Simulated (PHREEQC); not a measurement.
**Phosphoric acid bath (model solution)**

Solution (25 °C): 0.038 mol KH2PO4, 0.002 mol HNO3 and 1.1e-06 mol H4SiO4 per kg of water. Closed to the air; pH follows from the charge balance.

Computed with PHREEQC (ion-association model, phreeqc.dat).

Each row changes one thing in this solution. This is a speciation only: nothing precipitates in the calculation.

| case | pH | ionic strength (mol/kgw) | H2PO4- (mol/kgw) | H3PO4 (mol/kgw) | HPO4-2 (mol/kgw) | KHPO4- (mol/kgw) |
|---|---|---|---|---|---|---|
| as made | 3.45 | 0.0384 | 0.0364 | 0.00160 | 1.07e-5 | 3.89e-7 |
| temperature from 25 to 90 °C | 3.67 | 0.0383 | 0.0362 | 0.00177 | 2.56e-5 | 8.42e-7 |
| diluted 5-fold with water | 3.71 | 0.00781 | 0.00740 | 0.000193 | 3.12e-6 | 3.20e-8 |
| HNO3 left out | 4.58 | 0.0382 | 0.0377 | 0.000123 | 0.000149 | ? |
| diluted 10-fold with water | ? | 0.00394 | ? | 6.58e-5 | 2.21e-6 | 1.25e-8 |
| H4SiO4 left out | 3.45 | 0.0384 | 0.0364 | 0.00160 | 1.07e-5 | 3.89e-7 |
| temperature from 25 to 20 °C | 3.43 | 0.0384 | 0.0364 | 0.00158 | 9.90e-6 | 3.62e-7 |
| KH2PO4 from 0.038 to 0.0342 mol/kgw | 3.41 | 0.0347 | 0.0326 | 0.00156 | ? | 2.92e-7 |

Task: Some entries are withheld; supply them.

Result: 
- HNO3 left out, KHPO4- (mol/kgw): 5.42e-6
- diluted 10-fold with water, pH: 3.89
- diluted 10-fold with water, H2PO4- (mol/kgw): 0.00373
- KH2PO4 from 0.038 to 0.0342 mol/kgw, HPO4-2 (mol/kgw): 8.68e-6

At this temperature some constants are extrapolated from 25 °C, and those without enthalpy data are left unchanged.
